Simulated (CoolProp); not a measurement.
Saturation properties of hexamethyldisiloxane (MM) (Tc = 518.7 K, pc = 1931 kPa, ω = 0.418).

Values from CoolProp's reference Helmholtz-energy equation of state, Thol 2016.

```tsv
T (K)	p (kPa)	liquid density (kg/m³)	vapour Z
393.3	(withheld)	650.3	0.9074
401.5	212.8	639.6	0.8930
409.6	(withheld)	(withheld)	0.8773
417.7	310.8	617.4	0.8600
425.9	371.9	(withheld)	0.8409
434	440.8	593.3	0.8202
442.2	520.0	580.3	0.7973
450.3	608.4	566.7	0.7726
458.5	709.2	552.2	0.7452
466.6	820.8	536.7	(withheld)
```

Problem. Complete the blanks.

Solution. 
- 393.3, p (kPa): 173.2
- 409.6, p (kPa): 258.3
- 409.6, liquid density (kg/m³): 628.7
- 425.9, liquid density (kg/m³): 605.5
- 466.6, vapour Z: 0.7154

It boils at 373.7 K under 1 atm.
